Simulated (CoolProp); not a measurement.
n-perfluorobutane at 293.15 K and 0.151 MPa is throttled through a valve to 0.0645 MPa with no heat exchange. Each further row changes one setting.

Model: reference Helmholtz-energy equation of state, Gao 2022, in CoolProp.

```tsv
case	temperature change (K)	final density (kg/m³)
as stated	…	…
outlet pressure 0.0193 MPa	…	…
outlet pressure 0.0839 MPa	…	…
```

Problem. Fill in the missing entries.

Solution. 
- as stated, temperature change (K): -1.3
- as stated, final density (kg/m³): 6.48
- outlet pressure 0.0193 MPa, temperature change (K): -1.9
- outlet pressure 0.0193 MPa, final density (kg/m³): 1.91
- outlet pressure 0.0839 MPa, temperature change (K): -1.0
- outlet pressure 0.0839 MPa, final density (kg/m³): 8.48
